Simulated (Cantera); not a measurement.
**Equilibrium for silicon oxide and oxynitride deposition: SiH2Cl2 + NO + N2**

Feed: 1 mol SiH2Cl2, 0.23 mol NO, a varied amount of N2, at 350 °C and 1.20 Torr.

Equilibrium computed with Cantera from the NASA thermochemical tables; the gas is ideal and each condensed phase is pure. Candidate condensed phases: H2O, NH4Cl, Si, SiO2, Si2N2O, Si3N4; 47 gas species. Equilibrium is a limit: real reactors are often held back by kinetics, nucleation or transport.

From 16 mol N2 to 96 mol N2 the condensed part is Si2N2O(s) + Si3N4(s). The main Si-bearing gas is SiCl4 throughout. The share of Si in condensed phases is highest at 96 mol N2 (83.8 %) and lowest at 16 mol N2 (77.7 %).

```tsv
n(N2) (mol)	x N2	x HCl	x H2	x SiCl4	x SiHCl3	n Si2N2O(s)	n Si3N4(s)
16	0.898	0.0634	0.0256	0.0128	2.40e-7	0.230	0.106
19	0.913	0.0553	0.0213	0.0106	1.90e-7	0.230	0.108
22	0.924	0.0491	0.0181	0.00905	1.55e-7	0.230	0.109
26	0.935	0.0428	0.0150	0.00751	1.23e-7	0.230	0.111
30	0.943	0.0380	0.0128	0.00640	1.00e-7	0.230	0.113
36	0.952	0.0326	0.0104	0.00520	7.71e-8	0.230	0.115
42	0.958	0.0286	0.00872	0.00436	6.18e-8	0.230	0.117
50	0.965	0.0246	0.00713	0.00357	4.80e-8	0.230	0.119
59	0.970	0.0213	0.00588	0.00294	3.77e-8	0.230	0.121
69	0.974	0.0186	0.00490	0.00245	3.00e-8	0.230	0.122
82	0.978	0.0160	0.00400	0.00200	2.32e-8	0.230	0.124
96	0.981	0.0139	0.00332	0.00166	1.84e-8	0.230	0.126
```
x: gas mole fraction; n: condensed amount in mol.
